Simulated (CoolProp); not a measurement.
Computed with CoolProp (reference Helmholtz-energy equation of state, Lemmon 2016).

**Question.** Give the vapour pressure (MPa), enthalpy of vaporisation (kJ/kg), liquid cp (kJ/(kg K)), vapour Z of saturated R115 at 262.6 K.

**Answer.** 
```tsv
T (K)	p (MPa)	enthalpy of vaporisation (kJ/kg)	liquid cp (kJ/(kg K))	vapour Z
262.6	0.312	113	0.994	0.904
```
